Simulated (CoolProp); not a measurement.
A simple Rankine cycle with n-butane: condensing at 317.15 K, boiler at 1.07 MPa, turbine inlet 395.9 K, turbine efficiency 0.6, pump efficiency 0.7, no recuperator. Each further row changes one setting.

Model: reference Helmholtz-energy equation of state, Bücker 2006, in CoolProp.

```
case                             thermal efficiency (%)  net work (kJ/kg)  heat in (kJ/kg)  turbine exit temperature (K)  volume ratio over the turbine
-------------------------------  ----------------------  ----------------  ---------------  ----------------------------  -----------------------------
as stated                                    (withheld)              25.8              484                         375.4                           2.61
turbine inlet 415.9 K                        (withheld)        (withheld)       (withheld)                         396.2                           2.58
condensing temperature 309.15 K                     6.4        (withheld)              504                         371.2                           3.26
boiler pressure 0.749 MPa                           3.4              16.8       (withheld)                         384.1                           1.79
turbine efficiency 0.5                       (withheld)              21.2              484                         377.6                     (withheld)
```

Task: Fill in the missing entries.

Result: 
- as stated, thermal efficiency (%): 5.3
- turbine inlet 415.9 K, thermal efficiency (%): 5.2
- turbine inlet 415.9 K, net work (kJ/kg): 27.8
- turbine inlet 415.9 K, heat in (kJ/kg): 531
- condensing temperature 309.15 K, net work (kJ/kg): 32.1
- boiler pressure 0.749 MPa, heat in (kJ/kg): 493
- turbine efficiency 0.5, thermal efficiency (%): 4.4
- turbine efficiency 0.5, volume ratio over the turbine: 2.63
